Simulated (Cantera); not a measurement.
**Adiabatic ignition**

An adiabatic, constant-volume homogeneous reactor starts with CH₄ : C₂H₆ : C₃H₈ : O₂ : N₂ = 1 : 0.033 : 0.064 : 4.51 : 17 (molar parts), equivalence ratio 0.54, at 1498 K and 0.390 bar.

Model: GRI-Mech 3.0 (53 species, 325 reactions), integrated in Cantera.

```csv
t (s),T (K),P (bar),x CH₄,x C₂H₆,x C₃H₈,x CO₂,x H
4.00e-6,1498,0.390,0.0442,0.00146,0.00281,4.38e-10,1.96e-6
9.19e-6,1497,0.390,0.0442,0.00145,0.00279,9.80e-9,3.04e-6
2.11e-5,1497,0.390,0.0442,0.00144,0.00273,1.22e-7,3.89e-6
4.86e-5,1496,0.390,0.0439,0.00141,0.00257,1.44e-6,6.76e-6
0.000112,1498,0.390,0.0429,0.00140,0.00212,1.68e-5,1.59e-5
0.000257,1566,0.411,0.0351,0.00122,0.000639,0.000284,0.000114
0.000590,2450,0.658,<1e-12,<1e-12,<1e-12,0.0385,0.00616
0.00136,2592,0.690,<1e-12,<1e-12,<1e-12,0.0434,0.00282
0.00312,2594,0.689,<1e-12,<1e-12,<1e-12,0.0438,0.00266
0.00716,2587,0.687,<1e-12,<1e-12,<1e-12,0.0440,0.00256
0.0165,2580,0.685,<1e-12,<1e-12,<1e-12,0.0442,0.00248
0.0379,2579,0.685,<1e-12,<1e-12,<1e-12,0.0442,0.00246
0.0870,2579,0.685,<1e-12,<1e-12,<1e-12,0.0442,0.00246
0.200,2579,0.685,<1e-12,<1e-12,<1e-12,0.0442,0.00246
```
x: mole fraction; the columns are a selection and need not sum to one.

```yaml
time_of_steepest_temperature_rise: 0.329 ms
temperature at 0.200 s: 2579 K
equilibrium_temperature: 2579 K
x(CH₄) at 0.200 s: <1e-12 (gas-phase equilibrium <1e-12)
x(C₂H₆) at 0.200 s: <1e-12 (gas-phase equilibrium <1e-12)
x(C₃H₈) at 0.200 s: <1e-12 (gas-phase equilibrium <1e-12)
```
